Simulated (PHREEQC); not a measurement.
A solution holds 180 mmol/kgw CuSO4, at 12 °C. Closed to the air; pH follows from the charge balance.

Equilibrium calculation in PHREEQC: ion-association model, wateq4f.dat.

No solid was allowed to form.

**Question.** Estimate the pH, ionic strength.

**Answer.** pH 4.60; ionic strength 0.354 mol/kgw.

**Question.** In which forms is Cu present?

**Answer.** CuSO4 51 %, Cu+2 49 % of the Cu.

Complexes and solids missing from the database can't appear. Away from 25 °C the constants follow the database's enthalpies or fits; those with neither stay at their 25 °C values.
